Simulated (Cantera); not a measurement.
## Thermodynamics of silicon etching in halogen gases, feed Si + HCl + H2

Feed: 1 mol Si, 16 mol HCl, 28 mol H2, held at 13300 Pa.

Cantera equilibrium calculation (NASA polynomials, part measured and part estimated; ideal gas, pure solids and liquids). Candidate condensed phases: Si; 19 gas species. The tables' values for SiCl3 are old estimates; treat these amounts as uncertain. Equilibrium is a limit: real reactors are often held back by kinetics, nucleation or transport.

```csv
T (K),log p H2,log p HCl,log p SiCl4,log p SiCl2,log p SiCl3
475,-1.03,-1.43,-2.51,<-12,<-12
625,-1.03,-1.43,-2.51,<-12,-11.03
775,-1.03,-1.43,-2.51,-11.68,-8.17
925,-1.03,-1.43,-2.51,-8.39,-6.25
1075,-1.03,-1.43,-2.52,-6.05,-4.89
1225,-1.03,-1.42,-2.57,-4.34,-3.90
1375,-1.04,-1.41,-2.77,-3.21,-3.32
1525,-1.05,-1.39,-3.32,-2.72,-3.26
```
log p: log10 of the partial pressure in bar; nothing condenses.

From 475 K to 1525 K nothing is condensed. The main Si-bearing gas is SiCl4 at 475 K and SiCl2 at 1525 K.
